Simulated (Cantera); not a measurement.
Mixture: 5.27 % CH4, 19.9 % O2, 74.8 % N2, at 0.326 atm, adiabatic and at constant volume. Ignition delay is the time to a rise of 400 K.

Model: GRI-Mech 3.0 (53 species, 325 reactions), integrated in Cantera.

Question: Predict: delay at 1025 K; delay at 1225 K; delay at 1425 K; delay at 1625 K; apparent activation energy between 1525 and 1725 K.

Answer: 
| Property | Result |
|---|---|
| delay at 1025 K | 1.45 s |
| delay at 1225 K | 53.0 ms |
| delay at 1425 K | 4.55 ms |
| delay at 1625 K | 0.873 ms |
| apparent activation energy between 1525 and 1725 K | 150 kJ/mol |
